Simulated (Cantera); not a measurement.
An adiabatic, constant-volume homogeneous reactor starts with CH₄ : O₂ : N₂ : CO₂ = 1 : 5.71 : 21.5 : 5 (molar parts), equivalence ratio 0.35, at 1575 K and 3750 Torr. Integrator tolerance rtol = 1e-08.

Cantera simulation using GRI-Mech 3.0 (53 species, 325 reactions); the numbers are that mechanism's predictions, not measurements.

### Question
What does this change do: CO2 5 to 6.5 parts?

### Answer
```json
[
 {"quantity": "time of steepest temperature rise", "before": "0.147 ms", "after": "0.156 ms"},
 {"quantity": "temperature at 0.200 s", "before": "2255 K", "after": "2216 K"},
 {"quantity": "equilibrium temperature", "before": "2255 K", "after": "2215 K"},
 {"quantity": "x(CH₄) at 0.200 s", "before": "<1e-12 (gas-phase equilibrium <1e-12)", "after": "<1e-12 (gas-phase equilibrium <1e-12)"},
 {"quantity": "x(O₂) at 0.200 s", "before": "0.107 (gas-phase equilibrium 0.107)", "after": "0.103 (gas-phase equilibrium 0.103)"},
 {"quantity": "x(CO₂) at 0.200 s", "before": "0.179 (gas-phase equilibrium 0.179)", "after": "0.214 (gas-phase equilibrium 0.214)"},
 {"quantity": "x(N₂O) at 0.200 s", "before": "1.24e-6 (gas-phase equilibrium 1.24e-6)", "after": "1.06e-6 (gas-phase equilibrium 1.06e-6)"},
 {"quantity": "x(NO) at 0.200 s", "before": "0.00914 (gas-phase equilibrium 0.00922)", "after": "0.00766 (gas-phase equilibrium 0.00810)"},
 {"quantity": "x(CH₂) at 0.200 s", "before": "<1e-12 (gas-phase equilibrium <1e-12)", "after": "<1e-12 (gas-phase equilibrium <1e-12)"}
]
```
